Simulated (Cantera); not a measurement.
Input (Python, Cantera) and output of one run.

```python
import numpy as np
import cantera as ct

gas_names = [...]  # 135 gases of nasa_gas.yaml made of C, Cl, F, H
cond_names = """
    C(gr) C6H6(L) C7H8(L) C8H18(L),n-octa
""".split()


# ... load() reads the species with a 1 bar reference pressure and builds the phases ...
atoms = {
    'CHF3': {'C': 1, 'H': 1, 'F': 3},
    'HCl': {'H': 1, 'CL': 1},
    'H2': {'H': 2},
    'CH4': {'C': 1, 'H': 4},
}
top_T = {'C(gr)': 4500}  # K; cautious upper limits of use, not melting points


# ... equilibrate(T, P, feed) seeds the gas with the atoms and calls Mixture.equilibrate('TP', solver="vcs", rtol=1e-11, max_steps=5000) ...
results = []
feed = {'CHF3': 1, 'HCl': 0.23, 'H2': 14, 'CH4': 0.21}  # mol
P = 1333.22  # Pa
for T in [2000, 2250, 2500, 2750, 3000, 3250, 3500, 3750, 4000, 4250, 4500, 4750, 5000]:
    mix = equilibrate(T, P, feed)
    results.append((T, P, feed, dict(zip(mix.species_names, mix.species_moles))))

top = {s: max(r[3][s] / sum(r[3][g] for g in gas_names) for r in results) for s in gas_names}
cols = sorted((s for s in top if top[s] > 1e-05), key=lambda s: -top[s])[:5]
seen = [c for c in cond_names if any(r[3].get(c, 0) > 1e-12 for r in results)]
print("log10 of partial pressures in bar; condensed amounts in mol")
print(f"{'T/K':>10s}" + "".join(f"{s[:9]:>10s}" for s in cols + seen))
for T, P, feed, n in results:
    ng = sum(n[g] for g in gas_names)
    print(f"{T:10.4g}" + "".join(f"{np.log10(max(n[s] / ng * P / 1e5, 1e-99)):10.3f}" for s in cols)
          + "".join(f"{n.get(c, 0):10.4g}" for c in seen))
```

It prints:

```
log10 of partial pressures in bar; condensed amounts in mol
       T/K         H        H2        HF         F         C     C(gr)
      2000    -3.776    -1.975    -2.622    -7.809   -10.517     1.189
      2250    -3.128    -1.998    -2.632    -6.756    -8.439     1.123
      2500    -2.634    -2.068    -2.660    -5.905    -6.779    0.9464
      2750    -2.282    -2.234    -2.718    -5.189    -5.423     0.538
      3000    -2.073    -2.542    -2.805    -4.544    -4.456         0
      3250    -1.980    -2.973    -2.897    -3.931    -3.874         0
      3500    -1.951    -3.444    -3.049    -3.426    -3.506         0
      3750    -1.942    -3.885    -3.337    -3.128    -3.365         0
      4000    -1.938    -4.280    -3.731    -3.004    -3.338         0
      4250    -1.936    -4.633    -4.147    -2.961    -3.333         0
      4500    -1.935    -4.949    -4.542    -2.946    -3.331         0
      4750    -1.935    -5.232    -4.904    -2.940    -3.331         0
      5000    -1.935    -5.487    -5.234    -2.938    -3.332         0
```

Cantera equilibrium calculation (NASA polynomials, part measured and part estimated; ideal gas, pure solids and liquids).
